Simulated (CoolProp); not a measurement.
CH2F2 (R32) along the isotherm 161.85 °C: Z from the reference equation and from simpler models built on Tc = 78.1 °C, pc = 5.783 MPa, ω = 0.277; each cubic takes its own stable root.

The numbers come from the reference Helmholtz-energy equation of state, Tillner-Roth 1997 in CoolProp.

```json
[
 {"p (MPa)": "0.0274", "phase": "gas", "reference": "0.9992"},
 {"p (MPa)": "0.0427", "phase": "gas", "reference": "0.9987"},
 {"p (MPa)": "0.0665", "phase": "gas", "reference": "0.9980"},
 {"p (MPa)": "0.104", "phase": "gas", "reference": "0.9968"},
 {"p (MPa)": "0.161", "phase": "gas", "reference": "0.9950"},
 {"p (MPa)": "0.251", "phase": "gas", "reference": "0.9923"},
 {"p (MPa)": "0.391", "phase": "gas", "reference": "0.9880"},
 {"p (MPa)": "0.609", "phase": "gas", "reference": "0.9812"},
 {"p (MPa)": "0.948", "phase": "gas", "reference": "0.9707"},
 {"p (MPa)": "1.48", "phase": "gas", "reference": "0.9540"},
 {"p (MPa)": "2.3", "phase": "gas", "reference": "0.9282"},
 {"p (MPa)": "3.58", "phase": "gas", "reference": "0.8873"},
 {"p (MPa)": "5.57", "phase": "gas", "reference": "0.8227"},
 {"p (MPa)": "8.67", "phase": "supercritical", "reference": "0.7230"}
]
```

How far does each simpler model (Pitzer virial, Soave-Redlich-Kwong) lie from the reference over these 14 states: mean and median of the absolute difference, and the worst?


- Pitzer virial: mean 0.9 %, median 0.2 %, worst +5.2 % at 161.85 °C and 8.67 MPa
- Soave-Redlich-Kwong: mean 1.1 %, median 0.2 %, worst +6.9 % at 161.85 °C and 8.67 MPa
